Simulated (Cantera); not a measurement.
What does this Cantera script print?

```python
import numpy as np
import cantera as ct

gas = ct.Solution("gri30.yaml")
gas.TPX = 1250, 100000, {'CH4': 0.003, 'O2': 0.0024, 'N2': 1}
reactor = ct.IdealGasConstPressureReactor(gas, energy="off", clone=False)
net = ct.ReactorNet([reactor])
net.rtol, net.atol = 1e-08, 1e-18
show = ['CH4', 'O2', 'CH3', 'H2O2', 'NO', 'H2']
times = np.geomspace(0.0003, 20, 11)

steps = ct.SolutionArray(gas, extra=["t"])
rows = []
print(f"{'t/s':>10s}{'T/K':>9s}{'P/Pa':>11s}" + "".join(f"{s:>11s}" for s in show))
for t in times:
    while net.time < t:
        t_next = net.step()
        steps.append(gas.state, t=t_next)
    rows.append([np.interp(t, steps.t, y) for y in (steps.T, steps.P, *steps(*show).X.T)])
    print(f"{t:10.3e}{rows[-1][0]:9.1f}{rows[-1][1]:11.4g}" + "".join(f"{x:11.3e}" for x in rows[-1][2:]))
rate = np.gradient(steps.T, steps.t)
print("integrator steps:", len(steps.t))
if steps.T.max() > steps.T[0] + 200:
    print(f"time of steepest temperature rise: {steps.t[rate.argmax()]:.4e} s")
gas.TPX = 1250, 100000, {'CH4': 0.003, 'O2': 0.0024, 'N2': 1}
gas.equilibrate("TP")
print(f"equilibrium (TP): T = {gas.T:.1f} K  " + "  ".join(f"{s} {gas[s].X[0]:.3e}" for s in show))
```

It prints:

```
       t/s      T/K       P/Pa        CH4         O2        CH3       H2O2         NO         H2
 3.000e-04   1250.0      1e+05  2.984e-03  2.387e-03  1.240e-09  5.548e-13  1.870e-19  3.363e-10
 9.110e-04   1250.0      1e+05  2.984e-03  2.387e-03  4.007e-09  2.154e-12  7.491e-19  1.130e-09
 2.766e-03   1250.0      1e+05  2.984e-03  2.387e-03  1.293e-08  6.180e-12  2.791e-18  3.751e-09
 8.400e-03   1250.0      1e+05  2.984e-03  2.387e-03  4.340e-08  1.270e-11  1.196e-17  1.320e-08
 2.551e-02   1250.0      1e+05  2.984e-03  2.387e-03  1.418e-07  1.438e-11  6.510e-17  4.981e-08
 7.746e-02   1250.0      1e+05  2.983e-03  2.387e-03  3.078e-07  1.247e-11  3.938e-16  2.022e-07
 2.352e-01   1250.0      1e+05  2.980e-03  2.385e-03  4.394e-07  1.603e-11  1.962e-15  8.852e-07
 7.143e-01   1250.0      1e+05  2.966e-03  2.378e-03  7.593e-07  3.210e-11  1.158e-14  5.466e-06
 2.169e+00   1250.0      1e+05  2.859e-03  2.320e-03  1.630e-06  6.844e-11  2.137e-13  5.851e-05
 6.586e+00   1250.0      1e+05  6.016e-04  2.878e-04  2.239e-06  9.019e-11  1.493e-09  1.901e-03
 2.000e+01   1250.0      1e+05  4.505e-04  6.315e-06  1.547e-07  5.701e-13  8.701e-10  2.128e-03
integrator steps: 1463
equilibrium (TP): T = 1250.0 K  CH4 3.026e-11  O2 9.891e-17  CH3 4.196e-15  H2O2 4.850e-19  NO 6.905e-12  H2 4.622e-03
```

Detailed kinetics in Cantera: GRI-Mech 3.0 (53 species, 325 reactions).
